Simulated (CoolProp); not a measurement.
Vapour-liquid equilibrium of R152A (1) + R227EA (2) at 90.3 kPa; x and y are mole fractions of (1).

The numbers come from the multi-fluid Helmholtz-energy mixture model, Outcalt 1996 and Lemmon 2016; pair parameters Bell 2016 in CoolProp.

```json
[
 {"x": "0.05", "bubble temperature, mixture model (°C)": "(withheld)", "bubble temperature, Raoult's law (°C)": "-19.4", "y, mixture model": "0.061", "y, Raoult's law": "0.068"},
 {"x": "0.2", "bubble temperature, mixture model (°C)": "(withheld)", "bubble temperature, Raoult's law (°C)": "-20.7", "y, mixture model": "0.255", "y, Raoult's law": "0.259"},
 {"x": "0.35", "bubble temperature, mixture model (°C)": "(withheld)", "bubble temperature, Raoult's law (°C)": "-21.9", "y, mixture model": "(withheld)", "y, Raoult's law": "0.431"},
 {"x": "0.5", "bubble temperature, mixture model (°C)": "-23.3", "bubble temperature, Raoult's law (°C)": "-23.1", "y, mixture model": "0.600", "y, Raoult's law": "0.585"},
 {"x": "0.65", "bubble temperature, mixture model (°C)": "-24.6", "bubble temperature, Raoult's law (°C)": "-24.2", "y, mixture model": "(withheld)", "y, Raoult's law": "0.724"},
 {"x": "0.8", "bubble temperature, mixture model (°C)": "(withheld)", "bubble temperature, Raoult's law (°C)": "-25.3", "y, mixture model": "(withheld)", "y, Raoult's law": "0.850"},
 {"x": "0.95", "bubble temperature, mixture model (°C)": "-26.4", "bubble temperature, Raoult's law (°C)": "-26.3", "y, mixture model": "0.959", "y, Raoult's law": "0.964"}
]
```

**Question.** Fill in the missing entries.

**Answer.** 
- 0.05, bubble temperature, mixture model (°C): -19.2
- 0.2, bubble temperature, mixture model (°C): -20.3
- 0.35, bubble temperature, mixture model (°C): -21.8
- 0.35, y, mixture model: 0.441
- 0.65, y, mixture model: 0.732
- 0.8, bubble temperature, mixture model (°C): -25.6
- 0.8, y, mixture model: 0.847

The largest gap from Raoult's law is +0.4 K in bubble temperature, at x = 0.2. No azeotrope shows between x = 0.05 and 0.95.

Pair parameters are fitted to limited data, so mixtures are less certain than the pure fluids. The gap from Raoult's law changes sign with composition, which may be real or a fault of the pair parameters; it wasn't checked against measurements.
